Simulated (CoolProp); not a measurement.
n-octane at several states: Z from the reference equation and from simpler models built on Tc = 568.7 K, pc = 24.84 bar, ω = 0.398; each cubic takes its own stable root.

Model: reference Helmholtz-energy equation of state, Beckmüller 2019, in CoolProp.

```csv
T (K),p (bar),phase,reference,van der Waals,Redlich-Kwong
394.1,0.266,gas,0.9852,0.9925,0.9898
485,27.8,liquid,0.1495,0.2553,0.1867
290.6,0.111,liquid,0.0007448,0.9938,0.0009048
327.6,16.2,liquid,0.1005,0.1786,0.1217
```

At some of these states van der Waals gives the other phase, because its saturation line lies elsewhere.
